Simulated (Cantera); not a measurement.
An adiabatic, constant-volume homogeneous reactor starts with C₃H₈ : O₂ : N₂ : H₂O = 1 : 2.27 : 8.55 : 1 (molar parts), equivalence ratio 2.2, at 1775 K and 0.960 bar.

Computed with Cantera and GRI-Mech 3.0 (53 species, 325 reactions). GRI-Mech 3.0 was tuned for natural gas; its chemistry of propane as a main component is partial and can be far from experiment.

Q: Predict: time of steepest temperature rise; temperature at 1.00 s; equilibrium temperature; x(O₂) at 1.00 s; x(H₂O) at 1.00 s.

A: 
```json
{
 "time_of_steepest_temperature_rise": "16.9 µs",
 "temperature at 1.00 s": "2835 K",
 "equilibrium_temperature": "2835 K",
 "x(O₂) at 1.00 s": "0.000198 (gas-phase equilibrium 0.000198)",
 "x(H₂O) at 1.00 s": "0.125 (gas-phase equilibrium 0.125)"
}
```
